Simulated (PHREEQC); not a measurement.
0.03 g of hydrous ferric oxide (600 m²/g; 0.2 weak and 0.005 strong sites per Fe, Dzombak-Morel constants, diffuse double layer) in 1 kg of water with 0.3 mol/kgw of an inert sodium salt and 7.4e-08 mol/kgw CaCl2 and 2.2e-07 mol/kgw PbCl2, at 25 °C; the pH is set by adding NaOH or the inert anion's acid. O2 is buffered at 0.21 atm. No CO2 enters from the air. Precipitation was switched off in this run.

The series has 17 steps of pH, from 3 to 11.

All values are PHREEQC results (ion-association model, wateq4f.dat), not measurements.

Question: Near which pH is half of the Ca sorbed, and on which side is more sorbed?

Answer: Near pH 9.2, with more sorbed at higher pH.

Question: Near which pH is half of the Pb sorbed, and on which side is more sorbed?

Answer: Near pH 4.5, with more sorbed at higher pH.

The oxide is taken as insoluble; below pH 4 it would dissolve.
